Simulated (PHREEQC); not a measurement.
Consider water at 25 °C with 0.96 mmol/kgw H2S and 1.4 mmol/kgw NaOH. Closed to the air; pH follows from the charge balance.

The numbers come from PHREEQC with the ion-association model, phreeqc.dat.

Each row changes one thing in this solution. Precipitation was switched off in this run.

```
case                                             pH  ionic strength (mol/kgw)
--------------------------------------------  -----  ------------------------
as made                                       10.62                   0.00140
NaOH from 0.0014 to 0.00028 mol/kgw               …                  0.000280
NaOH replaced by NaHSO4 at the same molality   2.92                         …
H2S left out                                      …                   0.00140
H2S from 0.00096 to 0.00106 mol/kgw               …                   0.00140
NaOH from 0.0014 to 0.00126 mol/kgw           10.45                   0.00126
```

Q: Some entries are withheld; supply them.

A: 
- NaOH from 0.0014 to 0.00028 mol/kgw, pH: 6.55
- NaOH replaced by NaHSO4 at the same molality, ionic strength (mol/kgw): 0.00394
- H2S left out, pH: 11.12
- H2S from 0.00096 to 0.00106 mol/kgw, pH: 10.50

Complexes and solids missing from the database can't appear.
